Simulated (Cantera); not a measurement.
Feed: 1 mol Al, 1 mol N₂, 15 mol H₂, a varied amount of HCl, equilibrated at 1250 K and 0.000320 bar.

Equilibrium computed with Cantera from the NASA thermochemical tables; the gas is ideal and each condensed phase is pure. Candidate condensed phases: Al, AlCl₃, AlN, NH₄Cl; 20 gas species. The tables' values for AlCl₂ are old estimates; treat these amounts as uncertain. Equilibrium is a limit: real reactors are often held back by kinetics, nucleation or transport.

x: gas mole fraction; n: condensed amount in mol.

```
n(HCl) (mol)   x H₂   x HCl    x N₂  x AlCl₃   x AlCl   x AlCl₂      x H  n AlN(s)
------------  -----  ------  ------  -------  -------  --------  -------  --------
0.67          0.931  0.0311  0.0331  0.00272  0.00135  0.000389  2.61e-5     0.928
0.92          0.921  0.0381  0.0340  0.00502  0.00164  0.000582  2.59e-5     0.881
1.2           0.910  0.0444  0.0352  0.00796  0.00189  0.000787  2.58e-5     0.822
1.7           0.892  0.0531  0.0375   0.0137  0.00221   0.00112  2.55e-5         ?
2.3           0.874  0.0612  0.0403   0.0207  0.00248   0.00146  2.53e-5         ?
3.1           0.852  0.0694  0.0441   0.0301  0.00272   0.00184  2.49e-5         ?
4.3           0.823  0.0786  0.0495   0.0434  0.00296   0.00230  2.45e-5         ?
```

What belongs in the gaps?


- 1.7, n AlN(s): 0.707
- 2.3, n AlN(s): 0.559
- 3.1, n AlN(s): 0.353
- 4.3, n AlN(s): 0.0330
